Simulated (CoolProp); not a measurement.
Values from CoolProp's reference Helmholtz-energy equation of state, Thol 2021.

Task: Give the vapour pressure (kPa), liquid density (kg/m³), liquid cp (kJ/(kg K)) of saturated chlorine at -73.15, -63.45, -53.65 °C.

Result: 
| T (°C) | p (kPa) | liquid density (kg/m³) | liquid cp (kJ/(kg K)) |
|---|---|---|---|
| -73.15 | 12.2 | 1670 | 0.939 |
| -63.45 | 22.4 | 1640 | 0.938 |
| -53.65 | 39.0 | 1620 | 0.938 |
